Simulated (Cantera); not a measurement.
Charge: 1 mol PbO, 3.2 mol C, 0.68 mol H₂, held at 1423 K and 10.0 mbar.

Method: chemical equilibrium by Gibbs-energy minimisation in Cantera with the NASA 1993 tables (ideal gas, pure condensed phases). Candidate condensed phases: C, C₆H₆, C₇H₈, C₈H₁₈, H₂O, Pb, PbO, PbO₂, Pb₃O₄; 113 gas species. The numbers say what is thermodynamically allowed, not how fast it happens.

### Question
What is the equilibrium state?

### Answer
```
Item                                  Value
--------------------------------  ---------
x(CO)                                 0.373
x(Pb)                                 0.373
x(H₂)                                 0.254
x(H)                                3.35e-5
x(Pb₂)                              3.10e-5
x(H₂O)                              2.92e-6
x(CH₄)                              2.45e-6
x(CO₂)                              1.90e-6
n(C(graphite))                     2.20 mol
gas amount                        2.680 mol
log10 activity of Pb(l) (absent)      -0.48
```
